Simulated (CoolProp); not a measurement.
Dimethyl carbonate along the isotherm 413.1 K: Z from the reference equation and from simpler models built on Tc = 557.0 K, pc = 4.909 MPa, ω = 0.346; each cubic takes its own stable root.

Model: reference Helmholtz-energy equation of state, Zhou 2011, in CoolProp.

```json
[
 {"p (MPa)": "0.155", "phase": "gas", "reference": "0.9709"},
 {"p (MPa)": "0.276", "phase": "gas", "reference": "0.9470"},
 {"p (MPa)": "0.491", "phase": "liquid", "reference": "0.01432"},
 {"p (MPa)": "0.873", "phase": "liquid", "reference": "0.02543"},
 {"p (MPa)": "1.55", "phase": "liquid", "reference": "0.04508"},
 {"p (MPa)": "2.76", "phase": "liquid", "reference": "0.08002"},
 {"p (MPa)": "4.91", "phase": "liquid", "reference": "0.1416"},
 {"p (MPa)": "8.73", "phase": "liquid", "reference": "0.2496"},
 {"p (MPa)": "15.5", "phase": "liquid", "reference": "0.4372"},
 {"p (MPa)": "27.6", "phase": "liquid", "reference": "0.7624"},
 {"p (MPa)": "49.1", "phase": "liquid", "reference": "1.317"}
]
```

**Question.** How far does each simpler model (Redlich-Kwong, Soave-Redlich-Kwong, Peng-Robinson) lie from the reference over these 11 states: mean and median of the absolute difference, and the worst?

**Answer.** 
- Redlich-Kwong: mean 584.1 %, median 16.4 %, worst +6293.9 % at 413.1 K and 0.491 MPa
- Soave-Redlich-Kwong: mean 9.3 %, median 11.2 %, worst +12.4 % at 413.1 K and 0.491 MPa
- Peng-Robinson: mean 1.2 %, median 1.0 %, worst -2.3 % at 413.1 K and 49.1 MPa

At some of these states Redlich-Kwong gives the other phase, because its saturation line lies elsewhere.
